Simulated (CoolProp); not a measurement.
Properties of CH3F (R41) along the isobar 0.101 MPa (Tc = 317.3 K, pc = 5.906 MPa, ω = 0.200).

The numbers come from the reference Helmholtz-energy equation of state, Lemmon 2006 in CoolProp. It is a short technical equation, of lower accuracy than the large ones.

```json
[
 {"T (K)": "143.9", "phase": "liquid", "Z": "0.002931", "cp (kJ/(kg K))": "2.086", "cv (kJ/(kg K))": "1.440", "isothermal compressibility (1/MPa)": "0.0008061", "fugacity coefficient": "0.01919"},
 {"T (K)": "153.3", "phase": "liquid", "Z": "0.002801", "cp (kJ/(kg K))": "2.071", "cv (kJ/(kg K))": "1.402", "isothermal compressibility (1/MPa)": "0.0009004", "fugacity coefficient": "0.04978"},
 {"T (K)": "162.7", "phase": "liquid", "Z": "0.002689", "cp (kJ/(kg K))": "2.062", "cv (kJ/(kg K))": "1.367", "isothermal compressibility (1/MPa)": "0.001011", "fugacity coefficient": "0.1139"},
 {"T (K)": "172.1", "phase": "liquid", "Z": "0.002591", "cp (kJ/(kg K))": "2.058", "cv (kJ/(kg K))": "1.337", "isothermal compressibility (1/MPa)": "0.001141", "fugacity coefficient": "0.2346"},
 {"T (K)": "181.5", "phase": "liquid", "Z": "0.002508", "cp (kJ/(kg K))": "2.059", "cv (kJ/(kg K))": "1.310", "isothermal compressibility (1/MPa)": "0.001296", "fugacity coefficient": "0.4430"},
 {"T (K)": "191", "phase": "liquid", "Z": "0.002435", "cp (kJ/(kg K))": "2.067", "cv (kJ/(kg K))": "1.286", "isothermal compressibility (1/MPa)": "0.001485", "fugacity coefficient": "0.7814"},
 {"T (K)": "200.4", "phase": "gas", "Z": "0.9627", "cp (kJ/(kg K))": "1.178", "cv (kJ/(kg K))": "0.8652", "isothermal compressibility (1/MPa)": "10.30", "fugacity coefficient": "0.9641"},
 {"T (K)": "209.8", "phase": "gas", "Z": "0.9695", "cp (kJ/(kg K))": "1.133", "cv (kJ/(kg K))": "0.8377", "isothermal compressibility (1/MPa)": "10.22", "fugacity coefficient": "0.9704"},
 {"T (K)": "219.2", "phase": "gas", "Z": "0.9746", "cp (kJ/(kg K))": "1.106", "cv (kJ/(kg K))": "0.8219", "isothermal compressibility (1/MPa)": "10.17", "fugacity coefficient": "0.9752"},
 {"T (K)": "228.6", "phase": "gas", "Z": "0.9785", "cp (kJ/(kg K))": "1.090", "cv (kJ/(kg K))": "0.8141", "isothermal compressibility (1/MPa)": "10.12", "fugacity coefficient": "0.9789"},
 {"T (K)": "238", "phase": "gas", "Z": "0.9816", "cp (kJ/(kg K))": "1.082", "cv (kJ/(kg K))": "0.8117", "isothermal compressibility (1/MPa)": "10.09", "fugacity coefficient": "0.9819"}
]
```
